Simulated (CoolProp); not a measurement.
Sulfur dioxide along the isotherm 525 K: density (kg/m³) from the reference equation and from simpler models built on Tc = 430.6 K, pc = 7.887 MPa, ω = 0.256; each cubic takes its own stable root.

Computed with CoolProp (reference Helmholtz-energy equation of state, Gao 2016).

| p (MPa) | phase | reference |
|---|---|---|
| 0.358 | gas | 5.295 |
| 0.717 | gas | 10.69 |
| 1.08 | gas | 16.23 |
| 1.43 | gas | 21.66 |
| 1.79 | gas | 27.34 |
| 2.15 | gas | 33.12 |
| 2.51 | gas | 38.99 |
| 2.87 | gas | 44.97 |
| 3.23 | gas | 51.06 |
| 3.58 | gas | 57.08 |
| 3.94 | gas | 63.39 |

Q: How far does each simpler model (ideal gas, Redlich-Kwong, Soave-Redlich-Kwong, Peng-Robinson) lie from the reference over these 11 states: mean and median of the absolute difference, and the worst?

A: 
- ideal gas: mean 4.7 %, median 4.7 %, worst -8.8 % at 525 K and 3.94 MPa
- Redlich-Kwong: mean 0.6 %, median 0.6 %, worst +1.1 % at 525 K and 3.94 MPa
- Soave-Redlich-Kwong: mean 0.2 %, median 0.2 %, worst -0.3 % at 525 K and 3.94 MPa
- Peng-Robinson: mean 0.7 %, median 0.7 %, worst +1.2 % at 525 K and 3.94 MPa
